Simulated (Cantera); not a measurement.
Equilibrium for boron, boron nitride and boron oxide: BCl3 + O2 + N2

A closed system holds: 1 mol BCl3, 0.11 mol O2, a varied amount of N2, at 1125 K and 69.0 Torr.

Equilibrium computed with Cantera from the NASA thermochemical tables; the gas is ideal and each condensed phase is pure. Candidate condensed phases: B, BN, B2O3; 25 gas species. The tables' values for BOCl are old estimates; treat these amounts as uncertain. The numbers say what is thermodynamically allowed, not how fast it happens.

From 1.6 mol N2 to 28 mol N2 nothing is condensed. The main B-bearing gas is BCl3 throughout.

```
n(N2) (mol)   x N2  x BCl3    x Cl2  x B3O3Cl3      x Cl   x BOCl   x B2O3
-----------  -----  ------  -------  ---------  --------  -------  -------
1.6          0.598   0.291   0.0812     0.0274   0.00193  1.76e-5  2.68e-9
3.9          0.784   0.157   0.0435     0.0147   0.00141  1.43e-5  2.68e-9
6.1          0.850   0.109   0.0301     0.0102   0.00117  1.27e-5  2.68e-9
8.3          0.885  0.0832   0.0229    0.00782   0.00102  1.16e-5  2.68e-9
10           0.903  0.0704   0.0194    0.00662  0.000942  1.10e-5  2.68e-9
13           0.923  0.0554   0.0152    0.00521  0.000834  1.01e-5  2.68e-9
15           0.933  0.0485   0.0133    0.00456  0.000780  9.69e-6  2.68e-9
17           0.940  0.0431   0.0118    0.00405  0.000735  9.31e-6  2.68e-9
19           0.946  0.0388   0.0106    0.00365  0.000697  8.99e-6  2.68e-9
21           0.951  0.0353  0.00963    0.00332  0.000664  8.71e-6  2.68e-9
24           0.957  0.0311  0.00846    0.00292  0.000622  8.35e-6  2.68e-9
26           0.960  0.0288  0.00782    0.00271  0.000598  8.14e-6  2.68e-9
28           0.963  0.0268  0.00728    0.00252  0.000577  7.95e-6  2.68e-9
```
x: gas mole fraction; nothing condenses.
